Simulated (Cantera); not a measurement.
**Thermodynamics of sublimation and decomposition of ceramics, feed BN + H₂**

A closed system holds: 1 mol BN, 0.11 mol H₂, at 2500 K and 1.50 Torr.

These are equilibrium values from Cantera (NASA tables, ideal gas, pure condensed phases), not measurements of a reactor. Candidate condensed phases: B, BN; 15 gas species. The tables' values for BH₂ are old estimates; treat these amounts as uncertain. Kinetics and transport are ignored.

- x(N₂) = 0.719
- x(H) = 0.158
- x(H₂) = 0.0788
- x(B) = 0.0433
- x(BN) = 0.000630
- x(BH₂) = 0.000309
- x(BH) = 0.000286
- x(B₂) = 8.26e-6
- x(N) = 5.54e-6
- n(B(l)) = 0.969 mol
- gas amount = 0.6953 mol
